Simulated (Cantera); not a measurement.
Charge: 1 mol CH₃SiCl₃, 0.32 mol C₃H₈, 3.4 mol H₂, 0.0055 mol C₂H₂, equilibrated at 13.3 mbar.

Cantera equilibrium calculation (NASA polynomials, part measured and part estimated; ideal gas, pure solids and liquids). Candidate condensed phases: C, C₆H₆, C₇H₈, C₈H₁₈, Si, SiC; 109 gas species. The feed counts by its element totals alone. Gases not in the tables: Si₂H₆ and higher silanes. Kinetics and transport are ignored.

**Question.** Which condensed phases are stable at each of these points (T (°C)): 1427, 1502, 1577, 1652, 1727, 1802, 1877, 1952, 2027, 2102, 2177, 2252?

**Answer.** 
| T (°C) | condensed phases | Si condensed (%) |
|---|---|---|
| 1427 | C(graphite) + SiC(s) | 90.8 |
| 1502 | C(graphite) + SiC(s) | 88.7 |
| 1577 | C(graphite) + SiC(s) | 86.4 |
| 1652 | C(graphite) + SiC(s) | 83.9 |
| 1727 | C(graphite) + SiC(s) | 81.2 |
| 1802 | C(graphite) + SiC(s) | 78.2 |
| 1877 | C(graphite) + SiC(s) | 74.5 |
| 1952 | C(graphite) + SiC(s) | 69.1 |
| 2027 | C(graphite) + SiC(s) | 59.2 |
| 2102 | C(graphite) + SiC(s) | 38.8 |
| 2177 | C(graphite) | 0.0 |
| 2252 | C(graphite) | 0.0 |

From 1427 °C to 2102 °C the condensed part is C(graphite) + SiC(s). From 2177 °C to 2252 °C the condensed part is C(graphite).
